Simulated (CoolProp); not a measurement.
Vapour pressure (MPa) of normal hydrogen: the reference equation beside estimates from Tc = 33.1 K, pc = 1.296 MPa, ω = -0.219. Clausius-Clapeyron is anchored at 24.2 K with a constant enthalpy of vaporisation of 0.8447 kJ/mol.

Values from CoolProp's reference Helmholtz-energy equation of state, Leachman 2009.

```csv
T (K),reference,Lee-Kesler,Clausius-Clapeyron,van der Waals,Redlich-Kwong,Soave-Redlich-Kwong,Peng-Robinson
20.9,0.1181,0.1183,0.1391,0.1492,0.04391,0.1139,0.1202
22.6,0.1853,0.1855,0.2005,0.2270,0.09047,0.1837,0.1907
24.2,0.2699,0.2700,0.2699,0.3211,0.1602,0.2720,0.2791
25.9,0.3862,0.3861,0.3555,0.4454,0.2691,0.3933,0.3997
27.5,0.5242,0.5238,0.4467,0.5870,0.4109,0.5360,0.5412
29.2,0.7054,0.7048,0.5538,0.7652,0.6097,0.7209,0.7243
30.8,0.9129,0.9128,0.6635,0.9603,0.8479,0.9286,0.9303
32.5,1.180,1.181,0.7885,1.198,1.161,1.187,1.188
```

Absolute difference from the reference over all 8 rows, mean and median: Lee-Kesler 0.1 and 0.1 %, Clausius-Clapeyron 16.3 and 16.3 %, van der Waals 13.8 and 13.7 %, Redlich-Kwong 28.6 and 26.0 %, Soave-Redlich-Kwong 1.7 and 1.8 %, Peng-Robinson 2.5 and 2.8 %.
